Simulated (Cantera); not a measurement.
## Ignition delay

Mixture: 2.50 % C3H8, 20.5 % O2, 77.0 % N2, at 3750 Torr, adiabatic and at constant volume. Ignition delay is the time to a rise of 400 K.

Computed with Cantera and GRI-Mech 3.0 (53 species, 325 reactions). GRI-Mech 3.0 was tuned for natural gas; its chemistry of propane as a main component is partial and can be far from experiment.

| T0 (K) | delay (ms) |
|---|---|
| 1125 | 10.3 |
| 1200 | 2.37 |
| 1275 | 0.604 |
| 1350 | 0.179 |
| 1425 | 0.0632 |
| 1500 | 0.0265 |
| 1575 | 0.0130 |
| 1650 | 0.00731 |
| 1725 | 0.00457 |
| 1800 | 0.00311 |

The apparent activation energy between 1650 and 1800 K is 140 kJ/mol.
